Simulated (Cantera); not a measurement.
Cantera with NASA thermochemical tables; ideal gases at 1 bar, condensed phases pure. Values are per mole of reaction as written; species without (g) are pure solids or liquids, kept so even where they would boil at 1 bar.

**Question.** Between 300 and 1973 K, where is each reaction favourable under standard conditions?
- 3 NbO2 + 2 N2O(g) = 3 Nb + 4 NO2(g)

**Answer.** 
- 3 NbO2 + 2 N2O(g) = 3 Nb + 4 NO2(g): ΔG° is 2218 kJ at 300 K and 1549 kJ at 1973 K; it stays positive (K < 1). ΔH° is 2256 kJ and ΔS° 359 J/K at 1973 K.
